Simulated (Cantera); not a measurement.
Charge: 1 mol SiC, 0.6 mol CO2, 160 mol H2, at 0.280 Pa.

These are equilibrium values from Cantera (NASA tables, ideal gas, pure condensed phases), not measurements of a reactor. Candidate condensed phases: C, C6H6, C7H8, C8H18, H2O, Si, SiC, SiO2; 123 gas species. Rates play no part. All values below are at 1500 K.

Base state: H2 0.982, H 0.0104, CO 0.00572, SiO 0.00168, Si 0.000335 (mole fractions); condensed: SiC(s).

Question: What changes in the equilibrium state with this change: pressure from 0.280 Pa to 0.490 bar?

Answer: 
| species | before | after |
|---|---|---|
| H2 | 0.982 | 0.995 |
| CO | 0.00572 | 0.00485 |
| CH4 | <1e-9 | 0.000278 |
| H | 0.0104 | 2.51e-5 |
| SiO | 0.00168 | 0.000191 |
| Si | 0.000335 | <1e-9 |
| H2O | <1e-9 | 1.82e-5 |
| SiC(s), mol | 0.673 | 0.776 |
| SiO2(β-quartz), mol | 0 | 0.193 |
Mutual solubility and eutectic melting of coexisting phases are not modelled. The tables hold silica as quartz up to 1696 K and as liquid above; real silica turns to tridymite and cristobalite and melts near 1996 K.
